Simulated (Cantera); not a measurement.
A perfectly stirred reactor is fed with CH4 : H2 : O2 : N2 = 1 : 1.3 : 3.79 : 32.9 (molar parts), at 0.316 atm; it is adiabatic with a 350 K inlet, and is followed from long to short residence time, starting on the burning branch (τ in s: 0.064, 0.031, 0.014, 0.0068, 0.0032, 0.0015, 0.00073, 0.00034, 0.00016, 7.7e-05, 3.7e-05, 1.7e-05).

Computed with Cantera and GRI-Mech 3.0 (53 species, 325 reactions).

Task: What does this change do: O2 3.79 to 2.5 parts?

Result: 
```json
[
 {"quantity": "blow-out, bracketed by the residence times tried", "before": "burning at 14.0 ms, out at 6.80 ms", "after": "not reached"},
 {"quantity": "x(CH4) at τ = 64.0 ms", "before": "0.000101", "after": "0.0265"},
 {"quantity": "x(H2) at τ = 64.0 ms", "before": "0.000628", "after": "0.0345"},
 {"quantity": "x(O2) at τ = 64.0 ms", "before": "0.0307", "after": "0.0663"},
 {"quantity": "x(CH2O) at τ = 64.0 ms", "before": "5.72e-6", "after": "<1e-12"},
 {"quantity": "x(CO2) at τ = 64.0 ms", "before": "0.0247", "after": "<1e-12"},
 {"quantity": "x(CH4) at τ = 0.730 ms", "before": "0.0256", "after": "0.0265"},
 {"quantity": "x(H2) at τ = 0.730 ms", "before": "0.0333", "after": "0.0345"},
 {"quantity": "x(O2) at τ = 0.730 ms", "before": "0.0972", "after": "0.0663"},
 {"quantity": "x(CH2O) at τ = 0.730 ms", "before": "<1e-12", "after": "<1e-12"},
 {"quantity": "x(CO2) at τ = 0.730 ms", "before": "<1e-12", "after": "<1e-12"},
 {"quantity": "state", "before": "not reached", "after": "not burning at any residence time tried"}
]
```
